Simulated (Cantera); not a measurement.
What does this Cantera script print?

```python
import numpy as np
import cantera as ct

gas_names = """
    N NO NO2 NO3 N2 N2O O O2 O3 Si SiN SiO SiO2 Si2 Si2N Si3
""".split()
cond_names = """
    Si(cr) Si(L) SiO2(Lqz) SiO2(hqz) SiO2(L) Si2N2O(s) Si3N4(a)
""".split()


def load(file, names, dense=False):
    # The tables refer to 1 bar. Condensed volumes are neglected.
    table = {s.name: s for s in ct.Species.list_from_file(file)}
    out = []
    for n in names:
        d = dict(table[n].input_data)
        d["thermo"] = dict(d["thermo"], **{"reference-pressure": 1e5})
        if dense:
            d["equation-of-state"] = {"model": "constant-volume", "density": "1e6 g/cm^3"}
        out.append(ct.Species.from_dict(d))
    return out


gas = ct.Solution(thermo="ideal-gas", species=load("nasa_gas.yaml", gas_names))
cond = {s.name: ct.Solution(thermo="fixed-stoichiometry", species=[s], name=s.name)
        for s in load("nasa_condensed.yaml", cond_names, dense=True)}
atoms = {
    'Si3N4': {'Si': 3, 'N': 4},
    'N2O': {'N': 2, 'O': 1},
    'N2': {'N': 2},
}
top_T = {'Si2N2O(s)': 2100, 'Si3N4(a)': 2400}  # K; cautious upper limits of use, not melting points


def equilibrate(T, P, feed):
    n = {}
    for name, mol in feed.items():
        for a, k in atoms[name].items():
            n[a] = n.get(a, 0.0) + k * mol
    gas.TPX = T, P, n
    mass = sum(n.values()) * gas.mean_molecular_weight
    gas.equilibrate("TP")
    valid = [c for c in cond.values() if c.min_temp <= T <= top_T.get(c.name, c.max_temp)]
    mix = ct.Mixture([(gas, mass / gas.mean_molecular_weight)] + [(c, 0.0) for c in valid])
    mix.T, mix.P = T, P
    mix.equilibrate("TP", solver="vcs", rtol=1e-11, max_steps=5000)
    return mix


results = []
feed = {'Si3N4': 1, 'N2O': 0.045, 'N2': 69}  # mol
P = 3.5  # Pa
for T in [1350, 1400, 1450, 1500, 1550, 1600, 1650, 1700, 1750, 1800]:
    mix = equilibrate(T, P, feed)
    results.append((T, P, feed, dict(zip(mix.species_names, mix.species_moles))))

top = {s: max(r[3][s] / sum(r[3][g] for g in gas_names) for r in results) for s in gas_names}
cols = sorted((s for s in top if top[s] > 0.0001), key=lambda s: -top[s])[:9]
seen = [c for c in cond_names if any(r[3].get(c, 0) > 1e-12 for r in results)]
print("log10 of partial pressures in bar; condensed amounts in mol")
print(f"{'T/K':>10s}" + "".join(f"{s[:9]:>10s}" for s in cols + seen))
for T, P, feed, n in results:
    ng = sum(n[g] for g in gas_names)
    print(f"{T:10.4g}" + "".join(f"{np.log10(max(n[s] / ng * P / 1e5, 1e-99)):10.3f}" for s in cols)
          + "".join(f"{n.get(c, 0):10.4g}" for c in seen))
```

Output:

```
log10 of partial pressures in bar; condensed amounts in mol
       T/K        N2        Si       SiO       Si2      Si2N       SiN    Si(cr)     Si(L) Si2N2O(s)  Si3N4(a)
      1350    -4.456   -10.564    -8.259   -14.840   -13.150   -12.375         0         0   0.03412    0.9736
      1400    -4.456    -9.608    -7.642   -13.358   -11.932   -11.529         0         0         0    0.9848
      1450    -4.456    -8.719    -7.642   -11.979   -10.800   -10.742         0         0         0    0.9837
      1500    -4.456    -7.978    -7.655   -10.871    -9.920   -10.097     2.933         0         0         0
      1550    -4.457    -7.479    -7.655   -10.222    -9.486    -9.688     2.885         0         0         0
      1600    -4.457    -7.011    -7.656    -9.614    -9.080    -9.304     2.751         0         0         0
      1650    -4.460    -6.572    -7.658    -9.044    -8.699    -8.945     2.391         0         0         0
      1700    -4.465    -6.168    -7.663    -8.527    -8.362    -8.619         0     1.509         0         0
      1750    -4.474    -5.865    -7.672    -8.193    -8.201    -8.390         0         0         0         0
      1800    -4.474    -5.860    -7.672    -8.441    -8.606    -8.451         0         0         0         0
```

Cantera equilibrium calculation (NASA polynomials, part measured and part estimated; ideal gas, pure solids and liquids). Mutual solubility and eutectic melting of coexisting phases are not modelled. The tables' values for SiN are old estimates; treat these amounts as uncertain.
